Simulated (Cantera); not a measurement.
Charge: 1 mol Si2H6, 0.062 mol Cl2, 19 mol H2, equilibrated at 10.0 mbar.

Method: chemical equilibrium by Gibbs-energy minimisation in Cantera with the NASA 1993 tables (ideal gas, pure condensed phases). Candidate condensed phases: Si; 19 gas species. The feed counts by its element totals alone. Gases not in the tables: Si2H6 and higher silanes. Rates play no part.

Problem. Which condensed phases are stable at each of these points (T (°C)): 850, 900, 950, 1000, 1050, 1100, 1150, 1200, 1250, 1300, 1350, 1400, 1450?

Solution. 
| T (°C) | condensed phases | Si condensed (%) |
|---|---|---|
| 850 | Si(s) | 99.9 |
| 900 | Si(s) | 99.9 |
| 950 | Si(s) | 99.9 |
| 1000 | Si(s) | 99.9 |
| 1050 | Si(s) | 99.9 |
| 1100 | Si(s) | 99.9 |
| 1150 | Si(s) | 99.9 |
| 1200 | Si(s) | 99.9 |
| 1250 | Si(s) | 99.9 |
| 1300 | Si(s) | 99.9 |
| 1350 | Si(s) | 99.9 |
| 1400 | Si(s) | 99.8 |
| 1450 | Si(l) | 99.7 |

From 850 °C to 1400 °C the condensed part is Si(s). At 1450 °C the condensed part is Si(l).
